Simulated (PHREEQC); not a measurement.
Solution (25 °C): 0.24 mol/kgw CuCl2, 0.029 mol/kgw HCl and 0.0004 mol/kgw NaCl. Closed to the air; pH follows from the charge balance.

Equilibrium calculation in PHREEQC: ion-association model, phreeqc.dat.

No solid was allowed to form.

Task: Estimate the pH, ionic strength, density.

Result: pH 1.66; ionic strength 0.632 mol/kgw; density 1.026 g/cm³.

Task: In which forms is Cl present?

Result: Cl- 88 %, CuCl+ 10 %, CuCl2 1.7 % of the Cl.

Species that the database lacks are ignored.
